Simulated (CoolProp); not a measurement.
Vapour-liquid equilibrium of R143a (1) + propane (2) at -70.95 °C; x and y are mole fractions of (1).

Model: multi-fluid Helmholtz-energy mixture model, Lemmon and Jacobsen 2000 and Lemmon 2009; pair parameters Bell 2016, in CoolProp.

Give the bubble pressure and the first vapour's composition at x = 0.05, 0.75, 0.85. Is there an azeotrope?

x = 0.05: 0.03002 MPa, y = 0.263; x = 0.75: 0.03965 MPa, y = 0.595; x = 0.85: 0.03750 MPa, y = 0.667. y crosses x between x = 0.45 and 0.55: the model has an azeotrope there.

The pair parameters rest on a limited set of measurements; away from them the model extrapolates. With so large a gap from Raoult's law the liquid may split in two, which this calculation doesn't test in full.
